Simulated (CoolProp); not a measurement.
Vapour-liquid equilibrium of propane (1) + isobutane (2) at 0.0941 MPa; x and y are mole fractions of (1).

Values from CoolProp's multi-fluid Helmholtz-energy mixture model, Lemmon 2009 and Bücker 2006; pair parameters Kunz 2012.

```tsv
x	bubble temperature, mixture model (°C)	bubble temperature, Raoult's law (°C)	y, mixture model	y, Raoult's law
0.05	-16.3	-16.3	0.142	0.148
0.15	-20.9	-21.1	0.362	0.375
0.25	-24.9	-25.2	0.521	0.537
0.35	-28.3	-28.7	0.641	0.658
0.45	-31.3	-31.7	0.735	0.749
0.55	-34.1	-34.5	0.809	0.820
0.65	-36.6	-36.9	0.868	0.875
0.75	-38.9	-39.1	0.917	0.920
0.85	-41.0	-41.1	0.955	0.957
0.95	-42.9	-42.9	0.987	0.987
```

The largest gap from Raoult's law is +0.4 K in bubble temperature, at x = 0.45. No azeotrope shows between x = 0.05 and 0.95.

The pair parameters rest on a limited set of measurements; away from them the model extrapolates.
